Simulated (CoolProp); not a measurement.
Saturated liquid density (kg/m³) of n-perfluorohexane: the reference equation beside estimates from Tc = 174.9 °C, pc = 17.42 bar, ω = 0.497. Rackett uses Z = 0.29056 − 0.08775 ω.

Computed with CoolProp (reference Helmholtz-energy equation of state, Gao 2022).

| T (°C) | reference | Rackett | van der Waals |
|---|---|---|---|
| 78.65 | 1506 | (withheld) | 828.8 |
| 85.65 | 1481 | (withheld) | 813.7 |
| 92.65 | 1455 | 1515 | 798.0 |
| 99.65 | 1427 | 1482 | 781.5 |
| 106.65 | (withheld) | 1449 | 764.2 |
| 113.75 | (withheld) | 1412 | 745.7 |
| 120.75 | 1334 | 1375 | 726.3 |
| 127.75 | 1298 | 1335 | 705.6 |
| 134.75 | (withheld) | (withheld) | (withheld) |
| 141.75 | 1214 | 1244 | 659.0 |

Q: Fill in the missing entries.

A: 
- 78.65, Rackett: 1576
- 85.65, Rackett: 1546
- 106.65, reference: 1398
- 113.75, reference: 1367
- 134.75, reference: 1258
- 134.75, Rackett: 1291
- 134.75, van der Waals: 683.3

Absolute difference from the reference over all 10 rows, mean and median: Rackett 3.5 and 3.5 %, van der Waals 45.4 and 45.4 %.
